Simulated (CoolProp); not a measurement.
Saturation properties of methanol (Tc = 513.4 K, pc = 8.216 MPa, ω = 0.565).

Values from CoolProp's reference Helmholtz-energy equation of state, de Reuck 1993.

```tsv
T (K)	p (MPa)	vapour density (kg/m³)
296.1	0.01525	0.2033
310.2	0.03091	0.3965
324.3	0.05852	?
338.5	?	1.261
352.6	0.1776	?
366.7	?	?
380.9	0.4490	5.098
395	?	?
409.2	?	11.16
423.3	1.398	16.05
437.4	1.936	22.79
```

Question: Fill in the missing entries.

Answer: 
- 324.3, vapour density (kg/m³): 0.7253
- 338.5, p (MPa): 0.1048
- 352.6, vapour density (kg/m³): 2.084
- 366.7, p (MPa): 0.2876
- 366.7, vapour density (kg/m³): 3.309
- 395, p (MPa): 0.6748
- 395, vapour density (kg/m³): 7.617
- 409.2, p (MPa): 0.9859

It boils at 337.6 K under 1 atm.
